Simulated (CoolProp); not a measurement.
Nitrogen along the isobar 4620 kPa: density (kg/m³) from the reference equation and from simpler models built on Tc = 126.2 K, pc = 3396 kPa, ω = 0.037; each cubic takes its own stable root.

Computed with CoolProp (reference Helmholtz-energy equation of state, Span 2000).

```
T (K)          phase  reference  van der Waals  Redlich-Kwong  Soave-Redlich-Kwong  Peng-Robinson
-----  -------------  ---------  -------------  -------------  -------------------  -------------
108.7         liquid      660.5          470.4          638.0                638.7          719.8
125.4         liquid      516.4          382.4          464.7                465.0          516.1
142.2  supercritical      182.8          194.2          183.1                180.6          190.8
158.9  supercritical      128.5          133.9          129.4                127.7          133.3
175.7  supercritical      105.1          109.0          105.9                104.4          108.2
192.4  supercritical      90.68          93.83          91.40                90.05          92.84
209.1  supercritical      80.48          83.08          81.13                79.90          82.08
225.9  supercritical      72.68          74.86          73.27                72.15          73.90
242.6  supercritical      66.51          68.36          67.05                66.02          67.47
259.4  supercritical      61.41          63.00          61.90                60.97          62.18
276.1  supercritical      57.14          58.53          57.60                56.75          57.78
292.9  supercritical      53.47          54.68          53.90                53.12          54.00
309.6  supercritical      50.30          51.37          50.70                49.98          50.75
326.4  supercritical      47.50          48.44          47.88                47.22          47.89
343.1  supercritical      45.03          45.87          45.39                44.78          45.37
```
